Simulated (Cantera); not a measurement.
A Cantera script and its output.

```python
import numpy as np
import cantera as ct

gas = ct.Solution("gri30.yaml")
gas.TPX = 1000, 1700, {'H2': 0.045, 'O2': 1, 'N2': 3.3}
reactor = ct.IdealGasConstPressureReactor(gas, energy="off", clone=False)
net = ct.ReactorNet([reactor])
net.rtol, net.atol = 1e-08, 1e-18
show = ['H2', 'O2', 'H2O', 'H2O2', 'H']
times = np.geomspace(1e-06, 300, 12)

steps = ct.SolutionArray(gas, extra=["t"])
rows = []
print(f"{'t/s':>10s}{'T/K':>9s}{'P/Pa':>11s}" + "".join(f"{s:>11s}" for s in show))
for t in times:
    while net.time < t:
        t_next = net.step()
        steps.append(gas.state, t=t_next)
    rows.append([np.interp(t, steps.t, y) for y in (steps.T, steps.P, *steps(*show).X.T)])
    print(f"{t:10.3e}{rows[-1][0]:9.1f}{rows[-1][1]:11.4g}" + "".join(f"{x:11.3e}" for x in rows[-1][2:]))
rate = np.gradient(steps.T, steps.t)
print("integrator steps:", len(steps.t))
if steps.T.max() > steps.T[0] + 200:
    print(f"time of steepest temperature rise: {steps.t[rate.argmax()]:.4e} s")
gas.TPX = 1000, 1700, {'H2': 0.045, 'O2': 1, 'N2': 3.3}
gas.equilibrate("TP")
print(f"equilibrium (TP): T = {gas.T:.1f} K  " + "  ".join(f"{s} {gas[s].X[0]:.3e}" for s in show))
```

Output:

```
       t/s      T/K       P/Pa         H2         O2        H2O       H2O2          H
 1.000e-06   1000.0       1700  1.036e-02  2.301e-01  4.034e-20  2.077e-21  2.945e-14
 5.897e-06   1000.0       1700  1.036e-02  2.301e-01  8.255e-18  7.239e-20  1.727e-13
 3.478e-05   1000.0       1700  1.036e-02  2.301e-01  1.302e-15  2.433e-18  9.862e-13
 2.051e-04   1000.0       1700  1.036e-02  2.301e-01  2.159e-13  8.416e-17  5.031e-12
 1.209e-03   1000.0       1700  1.036e-02  2.301e-01  2.417e-11  2.956e-15  2.785e-11
 7.132e-03   1000.0       1700  1.036e-02  2.301e-01  1.346e-08  1.419e-13  4.799e-09
 4.206e-02   1000.0       1700  2.717e-04  2.240e-01  9.149e-03  3.136e-08  1.531e-03
 2.480e-01   1000.0       1700  1.593e-05  2.259e-01  1.033e-02  1.949e-08  3.545e-05
 1.463e+00   1000.0       1700  4.958e-07  2.261e-01  1.040e-02  8.102e-09  2.294e-07
 8.626e+00   1000.0       1700  2.119e-08  2.261e-01  1.041e-02  1.284e-09  2.718e-09
 5.087e+01   1000.0       1700  1.804e-09  2.261e-01  1.041e-02  1.734e-10  8.114e-11
 3.000e+02   1000.0       1700  2.311e-10  2.261e-01  1.041e-02  2.619e-11  4.012e-12
integrator steps: 1806
equilibrium (TP): T = 1000.0 K  H2 1.477e-11  O2 2.261e-01  H2O 1.041e-02  H2O2 1.818e-12  H 6.734e-14
```

Computed with Cantera and GRI-Mech 3.0 (53 species, 325 reactions). Radical loss at walls, strong at low pressure, is not modelled.
